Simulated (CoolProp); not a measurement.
Isohexane at 293.15 K and 3.47 MPa is throttled through a valve to 1.66 MPa with no heat exchange. Each further row changes one setting.

Model: reference Helmholtz-energy equation of state, Lemmon 2006, in CoolProp. It is a short technical equation, of lower accuracy than the large ones.

```tsv
case	temperature change (K)	final density (kg/m³)
as stated	+0.8	654
outlet pressure 0.498 MPa	+1.2	653
outlet pressure 2.16 MPa	+0.5	655
```
